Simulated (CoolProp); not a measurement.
Values from CoolProp's reference Helmholtz-energy equation of state, Zhou 2011.

Give the vapour pressure (MPa), liquid density (kg/m³), enthalpy of vaporisation (kJ/kg), liquid cp (kJ/(kg K)) of saturated dimethyl carbonate at 456.7 K.


```json
[
 {"T (K)": "456.7", "p (MPa)": "0.997", "liquid density (kg/m³)": "825", "enthalpy of vaporisation (kJ/kg)": "299", "liquid cp (kJ/(kg K))": "2.26"}
]
```
